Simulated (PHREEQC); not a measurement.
Make-up at 25 °C: 0.0073 mol ZnSO4, 0.00022 mol H3BO3 and 0.00012 mol HCl per kg of water. Closed to the air; pH follows from the charge balance.

Computed with PHREEQC (ion-association model, wateq4f.dat).

```csv
quantity,before,after
pH,4.08,3.08
ionic strength (mol/kgw),0.0207,0.0216
Zn+2 (mol/kgw),0.00515,0.00522
SO4-2 (mol/kgw),0.00504,0.00488
ZnSO4 (mol/kgw),0.00206,0.00199
Zn(SO4)2-2 (mol/kgw),8.61e-5,8.06e-5
SI of Goslarite (ZnSO4:7H2O),-3.09,-3.11
SI of Zincite(c) (ZnO),-5.49,-7.50
```

### Question
What was changed between the two runs?
A) H3BO3 from 0.00022 to 0.0022 mol/kgw
B) diluted 2-fold with water
C) HCl from 0.00012 to 0.0012 mol/kgw
D) temperature from 25 to 75 °C
E) HCl from 0.00012 to 0.00018 mol/kgw

### Answer
C, HCl from 0.00012 to 0.0012 mol/kgw

Precipitation was switched off in this run.
